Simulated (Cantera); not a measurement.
Input (Python, Cantera) and output of one run.

```python
import numpy as np
import cantera as ct

gas_names = [...]  # 95 gases of nasa_gas.yaml made of C, F, H
cond_names = """
    C(gr) C6H6(L) C7H8(L) C8H18(L),n-octa
""".split()


# ... load() reads the species with a 1 bar reference pressure and builds the phases ...
atoms = {
    'CHF3': {'C': 1, 'H': 1, 'F': 3},
    'F2': {'F': 2},
    'H2': {'H': 2},
}
top_T = {'C(gr)': 4500}  # K; cautious upper limits of use, not melting points


# ... equilibrate(T, P, feed) seeds the gas with the atoms and calls Mixture.equilibrate('TP', solver="vcs", rtol=1e-11, max_steps=5000) ...
results = []
T = 1698.15  # K
P = 7.1  # Pa
for m in [0.9, 1.5, 2.4, 3.9, 6.4, 10, 17]:
    feed = {'CHF3': 1, 'F2': 0.021, 'H2': m}  # mol
    mix = equilibrate(T, P, feed)
    results.append((T, P, feed, dict(zip(mix.species_names, mix.species_moles))))

top = {s: max(r[3][s] / sum(r[3][g] for g in gas_names) for r in results) for s in gas_names}
cols = sorted((s for s in top if top[s] > 1e-05), key=lambda s: -top[s])[:7]
seen = [c for c in cond_names if any(r[3].get(c, 0) > 1e-12 for r in results)]
print("log10 of partial pressures in bar; condensed amounts in mol")
print(f"{'n(H2)':>10s}" + "".join(f"{s[:9]:>10s}" for s in cols + seen))
for T, P, feed, n in results:
    ng = sum(n[g] for g in gas_names)
    print(f"{feed['H2']:10.4g}" + "".join(f"{np.log10(max(n[s] / ng * P / 1e5, 1e-99)):10.3f}" for s in cols)
          + "".join(f"{n.get(c, 0):10.4g}" for c in seen))
```

Result:

```
log10 of partial pressures in bar; condensed amounts in mol
     n(H2)        HF        H2         F         H       CF4       CF2       CF3     C(gr)
       0.9    -4.165   -12.176    -5.929    -9.927    -6.045    -6.260    -8.117    0.9402
       1.5    -4.214    -5.027    -9.552    -6.353   -20.537   -13.505   -18.986    0.9999
       2.4    -4.313    -4.663    -9.833    -6.171   -21.661   -14.068   -19.829    0.9998
       3.9    -4.441    -4.470   -10.058    -6.074   -22.558   -14.516   -20.502    0.9996
       6.4    -4.594    -4.351   -10.270    -6.015   -23.409   -14.942   -21.140    0.9992
        10    -4.749    -4.283   -10.459    -5.981   -24.164   -15.319   -21.707    0.9987
        17    -4.948    -4.232   -10.684    -5.955   -25.064   -15.769   -22.382    0.9977
```

Method: chemical equilibrium by Gibbs-energy minimisation in Cantera with the NASA 1993 tables (ideal gas, pure condensed phases). Gases not in the tables: C2F6 and larger saturated fluorocarbons.
